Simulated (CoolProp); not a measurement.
100 sccm (0 °C, 1 atm) of nitrogen bubbles through liquid decamethylcyclopentasiloxane (D5) at 329.3 K and leaves saturated at a total pressure of 0.0042 MPa (ideal gas phase). Each further row changes one setting.

The numbers come from the reference Helmholtz-energy equation of state, Thol 2019 in CoolProp.

```json
[
 {"case": "as stated", "vapour pressure (kPa)": "0.210", "mole fraction of vapour": "0.0501", "delivery (mg/min)": "87.2", "delivery (sccm)": "5.27", "change of delivery for a bath 1 K warmer (%)": "7.3"},
 {"case": "bath temperature 334.3 K", "vapour pressure (kPa)": "0.292", "mole fraction of vapour": "0.0695", "delivery (mg/min)": "124", "delivery (sccm)": "7.47", "change of delivery for a bath 1 K warmer (%)": "7.1"},
 {"case": "total pressure 0.0084 MPa", "vapour pressure (kPa)": "0.210", "mole fraction of vapour": "0.0250", "delivery (mg/min)": "42.5", "delivery (sccm)": "2.57", "change of delivery for a bath 1 K warmer (%)": "7.1"}
]
```
